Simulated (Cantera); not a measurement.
A perfectly stirred reactor is fed with CH4 : O2 : N2 = 1 : 1.82 : 6.84 (molar parts), equivalence ratio 1.1, at 100000 Pa; it is adiabatic with a 350 K inlet, and is followed from long to short residence time, starting on the burning branch (τ in s: 0.091, 0.036, 0.015, 0.0058, 0.0023, 0.00094, 0.00038, 0.00015, 6e-05, 2.4e-05, 9.7e-06).

Computed with Cantera and GRI-Mech 3.0 (53 species, 325 reactions).

Task: Predict: blow-out, bracketed by the residence times tried; x(CH4) at τ = 91.0 ms; x(O2) at τ = 91.0 ms; x(HCN) at τ = 91.0 ms; x(O) at τ = 91.0 ms; x(CO) at τ = 91.0 ms; x(CH4) at τ = 0.940 ms; x(O2) at τ = 0.940 ms; x(HCN) at τ = 0.940 ms; x(O) at τ = 0.940 ms; x(CO) at τ = 0.940 ms.

Result: 
```json
{
  "blow_out_bracketed_by_the_residence_times_tried": "burning at 0.150 ms, out at 60.0 µs",
  "x(CH4) at τ = 91.0 ms": "5.95e-6",
  "x(O2) at τ = 91.0 ms": "0.00125",
  "x(HCN) at τ = 91.0 ms": "9.49e-7",
  "x(O) at τ = 91.0 ms": "0.000190",
  "x(CO) at τ = 91.0 ms": "0.0274",
  "x(CH4) at τ = 0.940 ms": "0.000129",
  "x(O2) at τ = 0.940 ms": "0.00905",
  "x(HCN) at τ = 0.940 ms": "3.08e-6",
  "x(O) at τ = 0.940 ms": "0.00187",
  "x(CO) at τ = 0.940 ms": "0.0360"
}
```
